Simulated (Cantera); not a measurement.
## Equilibrium for silicon carbide growth: CH3SiCl3 + HCl + H2

A closed system holds: 1 mol CH3SiCl3, 2.1 mol HCl, 5 mol H2, at 2273 K and 100 Torr.

Method: chemical equilibrium by Gibbs-energy minimisation in Cantera with the NASA 1993 tables (ideal gas, pure condensed phases). Candidate condensed phases: C, C6H6, C7H8, C8H18, Si, SiC; 109 gas species. The feed counts by its element totals alone. The tables' values for SiCl, SiCl3 are old estimates; treat these amounts as uncertain. Gases not in the tables: Si2H6 and higher silanes. Rates play no part.

```json
{
 "x(H2)": "0.543",
 "x(HCl)": "0.367",
 "x(SiCl2)": "0.0592",
 "x(H)": "0.0170",
 "x(Cl)": "0.00827",
 "x(C2H2 (acetylene))": "0.00205",
 "x(SiCl)": "0.00124",
 "x(SiCl3)": "0.00107",
 "x(Si)": "0.000730",
 "n(C(graphite))": "0.596 mol",
 "n(SiC(s))": "0.359 mol",
 "gas_amount": "10.24 mol",
 "log10 activity of Si(l) (absent)": "-0.88"
}
```
